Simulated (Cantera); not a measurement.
A Cantera script and its output.

```python
import numpy as np
import cantera as ct

gas = ct.Solution("gri30.yaml")
gas.TPX = 400, 730000, {'CO': 1, 'H2': 0.063, 'O2': 0.64, 'N2': 2.37, 'H2O': 0.17}
flame = ct.FreeFlame(gas, width=0.0099)
flame.set_refine_criteria(ratio=3, slope=0.08, curve=0.16)
flame.transport_model = "mixture-averaged"
flame.solve(loglevel=0, auto=True)
z, T = flame.grid, flame.T
thick = (T[-1] - T[0]) / np.gradient(T, z).max()
show = ['CO', 'H2', 'O2', 'H', 'HO2', 'NO']
print(f"laminar burning velocity  {flame.velocity[0] * 100:.3f} cm/s")
print(f"burnt temperature         {T[-1]:.1f} K")
print(f"thermal thickness         {thick * 1e3:.4f} mm")
print(f"grid points               {len(z)}")
z0 = z[flame.heat_release_rate.argmax()]
print(f"{'z/mm':>9s}{'T/K':>9s}{'u/(m/s)':>9s}" + "".join(f"{s:>11s}" for s in show))
rows = []
for k in (-3, -2, -1.5, -1, -0.5, -0.25, 0, 0.25, 0.5, 1, 2, 4, 8):
    zz = z0 + k * thick
    rows.append([k * thick, np.interp(zz, z, T), np.interp(zz, z, flame.velocity),
                 *(np.interp(zz, z, flame.X[gas.species_index(s)]) for s in show)])
    print(f"{rows[-1][0] * 1e3:9.3f}{rows[-1][1]:9.1f}{rows[-1][2]:9.3f}" + "".join(f"{x:11.3e}" for x in rows[-1][3:]))
```

Output:

```
laminar burning velocity  37.342 cm/s
burnt temperature         2323.9 K
thermal thickness         0.0977 mm
grid points               129
     z/mm      T/K  u/(m/s)         CO         H2         O2          H        HO2         NO
   -0.293    400.0    0.373  2.357e-01  1.462e-02  1.509e-01  3.806e-19  6.549e-09  1.113e-11
   -0.195    400.5    0.374  2.359e-01  1.402e-02  1.509e-01  1.727e-16  1.131e-07  1.963e-10
   -0.146    403.2    0.376  2.359e-01  1.314e-02  1.510e-01  9.197e-15  7.478e-07  1.332e-09
   -0.098    428.8    0.399  2.349e-01  1.108e-02  1.506e-01  3.013e-12  8.386e-06  1.650e-08
   -0.049    697.3    0.642  2.156e-01  6.842e-03  1.404e-01  2.440e-07  1.882e-04  7.680e-07
   -0.024   1110.9    1.004  1.764e-01  4.270e-03  1.191e-01  1.285e-04  3.699e-04  4.956e-06
    0.000   1545.3    1.354  1.191e-01  2.229e-03  8.791e-02  1.087e-03  1.431e-04  1.171e-05
    0.024   1814.6    1.551  7.471e-02  1.751e-03  6.500e-02  1.740e-03  6.073e-05  2.024e-05
    0.049   1963.1    1.656  5.177e-02  1.698e-03  5.375e-02  1.585e-03  3.318e-05  2.852e-05
    0.098   2108.2    1.759  3.351e-02  1.357e-03  4.484e-02  9.277e-04  1.514e-05  4.234e-05
    0.195   2216.4    1.834  2.111e-02  8.556e-04  3.890e-02  3.938e-04  6.769e-06  6.309e-05
    0.391   2283.9    1.881  1.279e-02  5.106e-04  3.503e-02  1.642e-04  3.795e-06  9.288e-05
    0.781   2316.4    1.903  8.571e-03  3.471e-04  3.307e-02  8.898e-05  2.952e-06  1.373e-04
```

Detailed kinetics in Cantera: GRI-Mech 3.0 (53 species, 325 reactions). The hydrogen kinetics of GRI-Mech 3.0 are dated; newer H2 mechanisms differ, most at raised pressure. Burning velocities carry a grid error of a few per cent, more on coarse grids.
